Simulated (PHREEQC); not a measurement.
A column of 0.1 m (40 cells, dispersivity 0.005 m, 60 s a shift, diffusion coefficient 3e-10 m²/s) holds 0.035 eq of the database's cation exchanger X per kg of pore water, first in equilibrium with 0.34 mmol/kgw PbCl2, 0.75 mmol/kgw CdCl2 and 0.01 mmol/kgw HCl. It is flushed with 23 mmol/kgw KBr and 0.01 mmol/kgw HCl, at 25 °C. Values are for the last cell. CO2 from the air is kept out. Precipitation was switched off in this run.

Base run: PHREEQC, ion-association model, phreeqc.dat. Each further column changes one thing. The table gives K in solution (mol/kgw).

```csv
pore volumes,base,exchange capacity from 0.035 to 0.018 eq/kgw,dispersivity from 0.005 to 0.01 m
0,0,0,0
0.6125,2.87e-7,1.81e-5,3.38e-5
1.212,0.00186,0.00604,0.00355
1.812,0.00916,(withheld),(withheld)
2.413,0.0150,0.0196,0.0151
3.013,0.0182,0.0211,0.0179
3.612,0.0198,(withheld),0.0195
4.213,0.0208,(withheld),0.0205
4.812,0.0213,(withheld),0.0211
5.412,0.0217,0.0226,(withheld)
6.013,0.0220,0.0228,0.0218
```

### Question
What belongs in the gaps?

### Answer

- 1.812, exchange capacity from 0.035 to 0.018 eq/kgw: 0.0155
- 1.812, dispersivity from 0.005 to 0.01 m: 0.0103
- 3.612, exchange capacity from 0.035 to 0.018 eq/kgw: 0.0219
- 4.213, exchange capacity from 0.035 to 0.018 eq/kgw: 0.0222
- 4.812, exchange capacity from 0.035 to 0.018 eq/kgw: 0.0225
- 5.412, dispersivity from 0.005 to 0.01 m: 0.0215
